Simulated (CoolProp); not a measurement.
Vapour pressure (MPa) of o-xylene: the reference equation beside estimates from Tc = 357.1 °C, pc = 3.737 MPa, ω = 0.312. Clausius-Clapeyron is anchored at 30.95 °C with a constant enthalpy of vaporisation of 43.09 kJ/mol.

Values from CoolProp's reference Helmholtz-energy equation of state, Zhou 2012.

```json
[
 {"T (°C)": "30.95", "reference": "0.001261", "Lee-Kesler": "0.001149", "Clausius-Clapeyron": "0.001261", "van der Waals": "0.08127", "Redlich-Kwong": "0.005079", "Soave-Redlich-Kwong": "0.001187", "Peng-Robinson": "0.001311"},
 {"T (°C)": "51.15", "reference": "0.003608", "Lee-Kesler": "0.003341", "Clausius-Clapeyron": "0.003646", "van der Waals": "0.1258", "Redlich-Kwong": "0.01245", "Soave-Redlich-Kwong": "0.003430", "Peng-Robinson": "0.003688"},
 {"T (°C)": "71.35", "reference": "0.008930", "Lee-Kesler": "0.008410", "Clausius-Clapeyron": "0.009305", "van der Waals": "0.1855", "Redlich-Kwong": "0.02677", "Soave-Redlich-Kwong": "0.008577", "Peng-Robinson": "0.009028"},
 {"T (°C)": "91.55", "reference": "0.01963", "Lee-Kesler": "0.01879", "Clausius-Clapeyron": "0.02141", "van der Waals": "0.2626", "Redlich-Kwong": "0.05177", "Soave-Redlich-Kwong": "0.01904", "Peng-Robinson": "0.01971"},
 {"T (°C)": "111.75", "reference": "0.03917", "Lee-Kesler": "0.03804", "Clausius-Clapeyron": "0.04513", "van der Waals": "0.3593", "Redlich-Kwong": "0.09192", "Soave-Redlich-Kwong": "0.03833", "Peng-Robinson": "0.03914"},
 {"T (°C)": "131.95", "reference": "0.07207", "Lee-Kesler": "0.07087", "Clausius-Clapeyron": "0.08831", "van der Waals": "0.4777", "Redlich-Kwong": "0.1522", "Soave-Redlich-Kwong": "0.07109", "Peng-Robinson": "0.07185"},
 {"T (°C)": "152.15", "reference": "0.1239", "Lee-Kesler": "0.1231", "Clausius-Clapeyron": "0.1621", "van der Waals": "0.6198", "Redlich-Kwong": "0.2380", "Soave-Redlich-Kwong": "0.1231", "Peng-Robinson": "0.1235"},
 {"T (°C)": "172.35", "reference": "0.2014", "Lee-Kesler": "0.2016", "Clausius-Clapeyron": "0.2817", "van der Waals": "0.7872", "Redlich-Kwong": "0.3546", "Soave-Redlich-Kwong": "0.2014", "Peng-Robinson": "0.2007"},
 {"T (°C)": "192.65", "reference": "0.3124", "Lee-Kesler": "0.3144", "Clausius-Clapeyron": "0.4677", "van der Waals": "0.9828", "Redlich-Kwong": "0.5085", "Soave-Redlich-Kwong": "0.3144", "Peng-Robinson": "0.3118"},
 {"T (°C)": "212.85", "reference": "0.4643", "Lee-Kesler": "0.4688", "Clausius-Clapeyron": "0.7426", "van der Waals": "1.206", "Redlich-Kwong": "0.7034", "Soave-Redlich-Kwong": "0.4697", "Peng-Robinson": "0.4644"},
 {"T (°C)": "233.05", "reference": "0.6666", "Lee-Kesler": "0.6738", "Clausius-Clapeyron": "1.137", "van der Waals": "1.459", "Redlich-Kwong": "0.9453", "Soave-Redlich-Kwong": "0.6772", "Peng-Robinson": "0.6684"},
 {"T (°C)": "253.25", "reference": "0.9290", "Lee-Kesler": "0.9391", "Clausius-Clapeyron": "1.683", "van der Waals": "1.743", "Redlich-Kwong": "1.239", "Soave-Redlich-Kwong": "0.9471", "Peng-Robinson": "0.9342"}
]
```

Absolute difference from the reference over all 12 rows, mean and median: Lee-Kesler 3.0 and 1.4 %, Clausius-Clapeyron 32.0 and 26.7 %, van der Waals 1299.9 and 481.5 %, Redlich-Kwong 126.2 and 101.6 %, Soave-Redlich-Kwong 2.3 and 1.8 %, Peng-Robinson 0.8 and 0.3 %.
